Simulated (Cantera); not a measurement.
Mixture: CH4 : CO : O2 : N2 = 1 : 0.098 : 3.94 : 14.8 (molar parts), equivalence ratio 0.52, at 1200000 Pa, adiabatic and at constant pressure. Ignition delay is the time to a rise of 400 K.

Detailed kinetics in Cantera: GRI-Mech 3.0 (53 species, 325 reactions). The pressure lies above the range GRI-Mech 3.0 was tuned for (to about 10 atm).

Question: What does this change do: constant volume in place of constant pressure?

Answer: 
| quantity | before | after |
|---|---|---|
| delay at 1250 K | 1.72 ms | 1.65 ms |
| delay at 1325 K | 0.730 ms | 0.695 ms |
| delay at 1400 K | 0.332 ms | 0.315 ms |
| delay at 1475 K | 0.161 ms | 0.152 ms |
| delay at 1550 K | 82.6 µs | 77.7 µs |
| delay at 1625 K | 44.7 µs | 41.9 µs |
| apparent activation energy between 1475 and 1625 K | 170 kJ/mol | 170 kJ/mol |

Question: What does this change do: CO 0.098 to 0.19 parts?

Answer: 
```json
[
 {"quantity": "delay at 1250 K", "before": "1.72 ms", "after": "1.82 ms"},
 {"quantity": "delay at 1325 K", "before": "0.730 ms", "after": "0.757 ms"},
 {"quantity": "delay at 1400 K", "before": "0.332 ms", "after": "0.340 ms"},
 {"quantity": "delay at 1475 K", "before": "0.161 ms", "after": "0.163 ms"},
 {"quantity": "delay at 1550 K", "before": "82.6 µs", "after": "83.3 µs"},
 {"quantity": "delay at 1625 K", "before": "44.7 µs", "after": "44.9 µs"},
 {"quantity": "apparent activation energy between 1475 and 1625 K", "before": "170 kJ/mol", "after": "170 kJ/mol"}
]
```
